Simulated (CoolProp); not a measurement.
Vapour-liquid equilibrium of R134a (1) + R1234ze(E) (2) at 472 kPa; x and y are mole fractions of (1).

The numbers come from the multi-fluid Helmholtz-energy mixture model, Tillner-Roth 1994 and Thol 2016; pair parameters Bell 2022 in CoolProp.

```csv
x,bubble temperature (°C),y at the bubble point,dew temperature at overall composition x (°C),liquid density (mol/L)
0.05,22.3,0.072,22.6,10.35
0.2,20.1,0.259,20.8,10.63
0.35,18.4,0.417,19.1,10.91
0.5,17.0,0.560,17.6,11.20
0.65,15.9,0.695,16.2,11.49
0.8,15.0,0.826,15.1,11.80
0.95,14.2,0.956,14.2,12.11
```

No azeotrope shows between x = 0.05 and 0.95.

The pair parameters rest on a limited set of measurements; away from them the model extrapolates.
